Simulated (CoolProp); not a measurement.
Vapour-liquid equilibrium of R143a (1) + fluoroethane (R161) (2) at 172.3 K; x and y are mole fractions of (1).

The numbers come from the multi-fluid Helmholtz-energy mixture model, Lemmon and Jacobsen 2000 and Wu 2012; pair parameters Bell 2016 in CoolProp.

Task: Give the bubble pressure and the first vapour's composition at x = 0.35, 0.45, 0.75. Is there an azeotrope?

Result: x = 0.35: 2.157 kPa, y = 0.529; x = 0.45: 2.311 kPa, y = 0.623; x = 0.75: 2.744 kPa, y = 0.849. No azeotrope shows between x = 0.05 and 0.95.

Pair parameters are fitted to limited data, so mixtures are less certain than the pure fluids.
